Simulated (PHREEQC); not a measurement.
Solution (20 °C): 0.0066 mol/kgw ZnBr2 and 0.00098 mol/kgw PbCl2. Closed to the air; pH follows from the charge balance.

Computed with PHREEQC (ion-association model, phreeqc.dat).

No solid was allowed to form.

Problem. What pH does the model give?

Solution. pH 5.48.

Problem. In which forms is Pb present?

Solution. Pb+2 70 %, PbBr+ 27 %, PbCl+ 2.6 % of the Pb.
